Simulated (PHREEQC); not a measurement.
Make-up at 25 °C: 0.0023 mol/kgw KH2PO4 and 0.02 mol/kgw Na2SO4. Closed to the air; pH follows from the charge balance.

All values are PHREEQC results (ion-association model, wateq4f.dat), not measurements.

| quantity | before | after |
|---|---|---|
| pH | 4.98 | 7.53 |
| ionic strength (mol/kgw) | 0.0590 | 0.0908 |
| Na+ (mol/kgw) | 0.0385 | 0.0599 |
| SO4-2 (mol/kgw) | 0.0183 | 0.0179 |
| K+ (mol/kgw) | 0.00218 | 0.00219 |
| NaSO4- (mol/kgw) | 0.00154 | 0.00205 |
| SI of Mirabilite (Na2SO4:10H2O) | -3.99 | -3.71 |

Task: Name the change that produced these shifts.
(A) 0.011 mol/kgw Na2HAsO4 added
(B) diluted 5-fold with water
(C) Na2SO4 from 0.02 to 0.03 mol/kgw
(D) Na2SO4 from 0.02 to 0.004 mol/kgw
(E) 0.0011 mol/kgw H2SO4 added

Result: A, 0.011 mol/kgw Na2HAsO4 added

This is a speciation only: nothing precipitates in the calculation. H3PO4, which wateq4f.dat lacks, is added to it with the constant of phreeqc.dat.
